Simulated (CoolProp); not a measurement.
A single-stage vapour-compression cycle with the fluid: evaporating at 297.15 K (dew point), condensing at 318.15 K (bubble point), superheat 2 K, subcooling 2 K, compressor efficiency 0.85, no pressure losses. The same conditions are run with several fluids, on thermodynamics alone (safety and materials aside).

Values from CoolProp's reference Helmholtz-energy equation of state of each fluid (R1132(E): Akasaka 2024; n-perfluorobutane: Gao 2022; R22: Kamei 1995; n-butane: Bücker 2006; R115: Lemmon 2016; R134a: Tillner-Roth 1994).

| fluid | cooling COP | pressure ratio | discharge temperature (K) | refrigerating effect (kJ/kg) | volumetric capacity (kJ/m³) |
|---|---|---|---|---|---|
| R1132(E) | 9.90 | 1.67 | 330.0 | 181 | (withheld) |
| n-perfluorobutane | 10.2 | (withheld) | 318.2 | 68.2 | 1860 |
| R22 | 10.5 | 1.70 | 331.1 | 161 | 6830 |
| n-butane | 11.1 | 1.84 | 319.4 | 319 | 1890 |
| R115 | (withheld) | 1.68 | 318.9 | 74.8 | 5080 |
| R134a | (withheld) | (withheld) | (withheld) | 153 | 4740 |

Some entries are withheld; supply them.


- R1132(E), volumetric capacity (kJ/m³): 9700
- n-perfluorobutane, pressure ratio: 1.87
- R115, cooling COP: 9.79
- R134a, cooling COP: 10.7
- R134a, pressure ratio: 1.80
- R134a, discharge temperature (K): 323.9

The compression ends wet for: n-perfluorobutane.
